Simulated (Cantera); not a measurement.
An isothermal plug-flow reactor at 823 K and 1.00 atm (inlet), inlet velocity 0.53 m/s, active area per volume 510 1/m; feed H2 : O2 : N2 = 0.014 : 0.013 : 0.79 (molar parts), equivalence ratio 0.54.

Detailed kinetics in Cantera: Deutschmann's 1995 Pt surface mechanism with GRI-Mech 3.0 gas chemistry. Catalytic surfaces can have several steady states; this one follows from the mechanism file's or the stated starting coverage. Mass transfer to the wall is taken as infinitely fast.

x: gas mole fraction; θ: surface coverage.

```csv
z (m),x H2,x O2,x H2O,θ free Pt,θ H*,θ O*,θ OH*
3.7e-05,0.00877,0.0118,0.00844,0.990,___,6.15e-6,1.51e-5
7.1e-05,0.00343,0.00911,0.0138,0.737,___,0.258,0.00550
0.00014,0.00120,0.00800,0.0161,0.298,___,0.696,0.00562
0.00027,0.000474,0.00764,0.0168,0.168,___,0.828,0.00464
0.00051,0.000149,0.00748,0.0171,0.131,___,0.865,0.00421
0.00099,2.03e-5,0.00742,0.0173,0.120,5.67e-8,0.876,0.00406
0.0019,5.43e-7,0.00741,0.0173,0.118,5.56e-8,0.878,0.00404
0.0037,4.29e-10,0.00741,0.0173,0.118,5.55e-8,0.878,0.00404
```

What belongs in the gaps?


- 3.7e-05, θ H*: 0.00997
- 7.1e-05, θ H*: 1.80e-6
- 0.00014, θ H*: 2.57e-7
- 0.00027, θ H*: 9.78e-8
- 0.00051, θ H*: 6.54e-8
